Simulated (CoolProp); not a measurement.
Vapour-liquid equilibrium of propylene (1) + R142b (2) at 314.5 K; x and y are mole fractions of (1).

Values from CoolProp's multi-fluid Helmholtz-energy mixture model, Lemmon 2013 and Lemmon 2006; pair parameters Bell 2016.

```tsv
x	bubble pressure, mixture model (kPa)	bubble pressure, Raoult's law (kPa)	y, mixture model	y, Raoult's law
0.05	603.6	600.3	0.132	0.142
0.15	(withheld)	716.0	(withheld)	0.356
0.25	851.7	831.7	0.481	0.511
0.35	973.1	947.4	0.591	0.628
0.45	(withheld)	1063	(withheld)	0.719
0.55	1205	1179	0.749	0.793
0.65	1316	1294	(withheld)	0.853
0.75	1425	1410	(withheld)	0.904
0.85	1534	1526	(withheld)	0.947
0.95	1644	1642	0.973	0.983
```

Fill in the missing entries.


- 0.15, bubble pressure, mixture model (kPa): 727.8
- 0.15, y, mixture model: 0.335
- 0.45, bubble pressure, mixture model (kPa): 1091
- 0.45, y, mixture model: 0.678
- 0.65, y, mixture model: 0.811
- 0.75, y, mixture model: 0.867
- 0.85, y, mixture model: 0.920

The largest gap from Raoult's law is +2.7 % in bubble pressure, at x = 0.35. No azeotrope shows between x = 0.05 and 0.95.

The pair parameters rest on a limited set of measurements; away from them the model extrapolates.
